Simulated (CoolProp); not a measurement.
R410A at 300.63 K and 0.957 MPa flows at 14 m/s in a round tube of 2 mm bore and 15 µm roughness, fully developed (64/Re and Nu = 3.66 if laminar; Colebrook and Gnielinski if turbulent). Each further row changes one setting.

Values from CoolProp's reference Helmholtz-energy equation of state, Lemmon 2003. It is a pseudo-pure fit of the blend.

```tsv
case	Reynolds number	Darcy friction factor	pressure drop (Pa/m)	heat-transfer coefficient (W/(m² K))	mass flow (kg/h)
as stated	67300	0.0355	55700	2080	5.07
velocity 28 m/s	135000	0.0350	220000	4120	10.1
diameter 4 mm	135000	0.0287	22500	1690	20.3
```

Viscosity comes from a separate model (Geller 2000). Thermal conductivity comes from a separate model (Geller 2001).
